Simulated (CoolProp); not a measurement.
Model: reference Helmholtz-energy equation of state, Zhou 2012, in CoolProp.

Q: Give the vapour pressure (bar), liquid density (kg/m³), vapour viscosity (µPa s) of saturated o-xylene at 152.95, 306.25 °C.

A: 
```json
[
 {"T (°C)": "152.95", "p (bar)": "1.26", "liquid density (kg/m³)": "761", "vapour viscosity (µPa s)": "9.20"},
 {"T (°C)": "306.25", "p (bar)": "19.9", "liquid density (kg/m³)": "555", "vapour viscosity (µPa s)": "13.6"}
]
```

Viscosity comes from a separate model (Cao 2016).
